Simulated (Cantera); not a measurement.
What does this Cantera script print?

```python
import numpy as np
import cantera as ct

gas = ct.Solution("gri30.yaml")
gas.TPX = 1775, 3900, {'CH4': 0.014, 'H2': 1}
inlet = ct.Reservoir(gas, clone=True)

reactor = ct.IdealGasConstPressureReactor(gas, energy="off", clone=False)
exhaust = ct.Reservoir(gas, clone=True)
tau = [12, 5, 2, 0.83, 0.34, 0.14, 0.056, 0.023, 0.0093][0]
for a, b in ((inlet, reactor), (reactor, exhaust)):
    ct.MassFlowController(a, b, mdot=lambda t: reactor.mass / tau)
net = ct.ReactorNet([reactor])
show = ['CH4', 'H2', 'C2H4', 'CH2', 'C2H2']

rows = []
print(f"{'tau/s':>10s}{'T/K':>9s}" + "".join(f"{s:>11s}" for s in show))
for tau in [12, 5, 2, 0.83, 0.34, 0.14, 0.056, 0.023, 0.0093]:
    net.initial_time = 0.0
    net.advance(30 * tau)
    before = gas.X
    net.advance(40 * tau)
    drift = np.max(np.abs(gas.X - before) / (gas.X + 1e-9))
    rows.append([gas.T, *gas[show].X, drift])
    print(f"{tau:10.3e}{gas.T:9.1f}" + "".join(f"{x:11.3e}" for x in gas[show].X))
```

Result:

```
     tau/s      T/K        CH4         H2       C2H4        CH2       C2H2
 1.200e+01   1775.0  1.926e-03  9.908e-01  6.683e-06  8.912e-08  5.820e-03
 5.000e+00   1775.0  2.883e-03  9.903e-01  6.713e-06  1.292e-07  5.334e-03
 2.000e+00   1775.0  4.314e-03  9.896e-01  7.127e-06  1.843e-07  4.609e-03
 8.300e-01   1775.0  6.146e-03  9.886e-01  8.255e-06  2.458e-07  3.681e-03
 3.400e-01   1775.0  8.353e-03  9.876e-01  1.036e-05  3.038e-07  2.564e-03
 1.400e-01   1775.0  1.054e-02  9.865e-01  1.280e-05  3.313e-07  1.465e-03
 5.600e-02   1775.0  1.229e-02  9.858e-01  1.369e-05  2.917e-07  5.993e-04
 2.300e-02   1775.0  1.326e-02  9.856e-01  1.066e-05  1.742e-07  1.521e-04
 9.300e-03   1775.0  1.364e-02  9.858e-01  4.593e-06  5.504e-08  1.655e-05
```

Detailed kinetics in Cantera: GRI-Mech 3.0 (53 species, 325 reactions). GRI-Mech 3.0 stops at C3 and has no aromatics, soot or wall deposition, so with more carbon than oxygen in the feed, carbon stays in small species such as C2H2 where larger ones or solid carbon would form. Radical loss at walls, strong at low pressure, is not modelled.
